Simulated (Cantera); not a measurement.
Input: 1 mol Pb, 1.3 mol CO₂, 4.8 mol CO, held at 1848.15 K and 470000 Pa.

Cantera equilibrium calculation (NASA polynomials, part measured and part estimated; ideal gas, pure solids and liquids). Candidate condensed phases: C, Pb, PbO, PbO₂, Pb₃O₄; 15 gas species. Gases not in the tables: (PbO)n polymers. The numbers say what is thermodynamically allowed, not how fast it happens.

Base state: CO 0.725, CO₂ 0.196, Pb 0.0786, PbO 0.000211, Pb₂ 0.000194 (mole fractions); condensed: Pb(l).

What changes in the equilibrium state with this change: temperature from 1848.15 K to 1698.15 K?


| species | before | after |
|---|---|---|
| CO | 0.725 | 0.765 |
| CO₂ | 0.196 | 0.207 |
| Pb | 0.0786 | 0.0281 |
| PbO | 0.000211 | 3.16e-5 |
| Pb₂ | 0.000194 | 3.56e-5 |
| Pb(l), mol | 0.475 | 0.823 |
